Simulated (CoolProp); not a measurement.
Computed with CoolProp (reference Helmholtz-energy equation of state, Bücker 2006).

Q: For ethane, give the phase and the density (kg/m³), speed of sound (m/s), expansivity (1/kK), viscosity (µPa s) at 175.1 K and 0.585 MPa; 196 K and 0.585 MPa; 300.4 K and 0.585 MPa.

A: 
- 175.1 K and 0.585 MPa: liquid; density 556, speed of sound 1390, expansivity 2.19, viscosity 188
- 196 K and 0.585 MPa: liquid; density 530, speed of sound 1230, expansivity 2.47, viscosity 145
- 300.4 K and 0.585 MPa: gas; density 7.37, speed of sound 304, expansivity 3.82, viscosity 9.54

Viscosity comes from a separate model (Friend 1991).
